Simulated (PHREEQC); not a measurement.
Consider water at 25 °C with 6.4 mmol/kgw H2SeO4 and 21 mmol/kgw HCl. Closed to the air; pH follows from the charge balance.

The numbers come from PHREEQC with the ion-association model, wateq4f.dat.

This is a speciation only: nothing precipitates in the calculation.

### Question
What pH, ionic strength does the model give?

### Answer
pH 1.57; ionic strength 0.0348 mol/kgw.

### Question
In which forms is Se present?

### Answer
SeO4-2 58 %, HSeO4- 42 % of the Se.
